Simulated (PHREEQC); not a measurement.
## Reverse-osmosis permeate

Model water analysis in mg/L, 25 °C, pH 5.76, pe 12.1: Na 1.98; K 5.81; Ca 2.83; Mg 0.893; Cl 2.85; S(6) as SO4 11.5; Alkalinity as HCO3 8.2; N(5) as NO3 0.877; Br 0.238; B 0.00329; Cd 0.0066; Sr 0.00409; Ni 0.141.

Valence states are taken as typed.

All values are PHREEQC results (ion-association model, wateq4f.dat), not measurements.

This is a speciation only: nothing precipitates in the calculation.

### Question
Estimate the charge-balance error.

### Answer
charge-balance error -1.8 %.

### Question
In which forms is Ni present?

### Answer
Ni+2 94 %, NiCO3 2.2 %, NiSO4 1.7 %, NiHCO3+ 1.6 % of the Ni.

Species that the database lacks are ignored.
